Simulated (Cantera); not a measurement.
A freely propagating, adiabatic, planar premixed flame of C2H4 : O2 : N2 : CO2 = 1 : 2 : 9 : 0.55 (molar parts), unburnt at 350 K and 760 Torr; mixture-averaged transport, grid criteria slope 0.08 and curve 0.16, no radiation.

Detailed kinetics in Cantera: GRI-Mech 3.0 (53 species, 325 reactions). GRI-Mech 3.0 was tuned for natural gas; its chemistry of ethylene as a main component is partial and can be far from experiment. Burning velocities carry a grid error of a few per cent, more on coarse grids.

```csv
quantity,before,after
laminar burning velocity,49.8 cm/s,82.6 cm/s
thermal thickness,0.382 mm,0.269 mm
peak x(CH4),0.00239,0.00251
peak x(C2H),3.47e-6,1.22e-5
peak x(HCN),2.73e-5,3.08e-5
```

Which change was made?
A) C2H4 1 to 0.76 parts
B) N2 9 to 6.9 parts
C) inlet temperature 350 to 425 K
D) C2H4 1 to 0.78 parts

B, N2 9 to 6.9 parts
